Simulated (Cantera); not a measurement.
An isothermal, constant-pressure homogeneous reactor starts with 40.0 % CH₄, 60.0 % N₂, at 1900 K and 750 Torr.

Computed with Cantera and GRI-Mech 3.0 (53 species, 325 reactions). GRI-Mech 3.0 stops at C3 and has no aromatics, soot or wall deposition, so with more carbon than oxygen in the feed, carbon stays in small species such as C2H2 where larger ones or solid carbon would form.

x: mole fraction; the columns are a selection and need not sum to one.

```tsv
t (s)	x CH₄	x H₂	x C₂H₄	x HCN	x CH₂	x C₂H₂	x C₂H₆
1.00e-6	0.400	8.52e-5	2.14e-8	<1e-12	4.95e-9	1.01e-11	…
5.01e-6	0.399	0.000457	5.60e-6	2.78e-12	1.16e-7	1.69e-8	…
2.51e-5	0.393	0.00365	0.000682	1.95e-10	1.79e-6	1.74e-5	…
0.000126	0.319	0.0675	0.0187	2.68e-8	7.08e-6	0.00803	…
0.000631	0.147	0.265	0.00597	3.18e-7	3.22e-6	0.0836	…
0.00316	0.0436	0.380	0.000988	1.11e-6	1.23e-6	0.126	…
0.0158	0.00941	0.418	0.000717	2.34e-6	3.24e-7	0.139	…
0.0794	0.00318	0.424	0.000722	4.02e-6	1.16e-7	0.141	…
0.398	0.00297	0.425	0.000723	1.03e-5	1.08e-7	0.141	2.42e-7
2.00	0.00297	0.425	0.000723	5.11e-5	1.08e-7	0.141	2.42e-7
10.0	0.00297	0.425	0.000722	0.000294	1.08e-7	0.141	2.42e-7
```

### Question
Complete the blanks.

### Answer

- 1.00e-6, x C₂H₆: 4.29e-8
- 5.01e-6, x C₂H₆: 5.19e-6
- 2.51e-5, x C₂H₆: 0.000332
- 0.000126, x C₂H₆: 0.00203
- 0.000631, x C₂H₆: 0.000349
- 0.00316, x C₂H₆: 3.13e-5
- 0.0158, x C₂H₆: 1.63e-6
- 0.0794, x C₂H₆: 2.65e-7
